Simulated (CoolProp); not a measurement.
Vapour-liquid equilibrium of n-octane (1) + n-dodecane (2) at 0.276 bar; x and y are mole fractions of (1).

Model: multi-fluid Helmholtz-energy mixture model, Beckmüller 2019 and Lemmon 2004; pair parameters Bell 2016, in CoolProp.

Question: Give the bubble temperature and the first vapour's composition at x = 0.125, 0.2, 0.575. Is there an azeotrope?

Answer: x = 0.125: 415.7 K, y = 0.621; x = 0.2: 404.8 K, y = 0.769; x = 0.575: 373.9 K, y = 0.967. No azeotrope shows between x = 0.05 and 0.95.

The pair parameters rest on a limited set of measurements; away from them the model extrapolates.
